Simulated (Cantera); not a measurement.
Cantera run:

```python
import numpy as np
import cantera as ct

gas_names = """
    CL CL2 H HCL H2 Si SiCL SiCL2 SiCL3 SiCL4 SiH SiHCL3 SiH2 SiH2CL2 SiH3 SiH3CL SiH4 Si2 Si3
""".split()
cond_names = """
    Si(cr) Si(L)
""".split()


# ... load() reads the species with a 1 bar reference pressure and builds the phases ...
atoms = {
    'SiCl4': {'Si': 1, 'CL': 4},
    'H2': {'H': 2},
}
top_T = {}  # K; cautious upper limits of use, not melting points


# ... equilibrate(T, P, feed) seeds the gas with the atoms and calls Mixture.equilibrate('TP', solver="vcs", rtol=1e-11, max_steps=5000) ...
results = []
feed = {'SiCl4': 1, 'H2': 22}  # mol
P = 10000  # Pa
for T in [1673, 1748, 1823, 1898, 1973, 2048, 2123, 2198]:
    mix = equilibrate(T, P, feed)
    results.append((T, P, feed, dict(zip(mix.species_names, mix.species_moles))))

top = {s: max(r[3][s] / sum(r[3][g] for g in gas_names) for r in results) for s in gas_names}
cols = sorted((s for s in top if top[s] > 1e-06), key=lambda s: -top[s])[:5]
seen = [c for c in cond_names if any(r[3].get(c, 0) > 1e-12 for r in results)]
print("log10 of partial pressures in bar; condensed amounts in mol")
print(f"{'T/K':>10s}" + "".join(f"{s[:9]:>10s}" for s in cols + seen))
for T, P, feed, n in results:
    ng = sum(n[g] for g in gas_names)
    print(f"{T:10.4g}" + "".join(f"{np.log10(max(n[s] / ng * P / 1e5, 1e-99)):10.3f}" for s in cols)
          + "".join(f"{n.get(c, 0):10.4g}" for c in seen))
```

Result:

```
log10 of partial pressures in bar; condensed amounts in mol
       T/K        H2       HCL     SiCL2         H        Si    Si(cr)     Si(L)
      1673    -1.060    -2.034    -2.452    -4.474    -6.379    0.1225         0
      1748    -1.061    -2.022    -2.461    -4.172    -5.837         0    0.1483
      1823    -1.062    -2.008    -2.478    -3.894    -5.355         0    0.1825
      1898    -1.064    -1.996    -2.495    -3.639    -4.911         0    0.2121
      1973    -1.065    -1.986    -2.513    -3.402    -4.501         0    0.2348
      2048    -1.067    -1.978    -2.532    -3.184    -4.122         0    0.2466
      2123    -1.070    -1.971    -2.553    -2.980    -3.770         0    0.2397
      2198    -1.075    -1.968    -2.575    -2.792    -3.442         0    0.1999
```

These are equilibrium values from Cantera (NASA tables, ideal gas, pure condensed phases), not measurements of a reactor. The tables' values for SiCl, SiCl3 are old estimates; treat these amounts as uncertain. Gases not in the tables: Si2H6 and higher silanes.
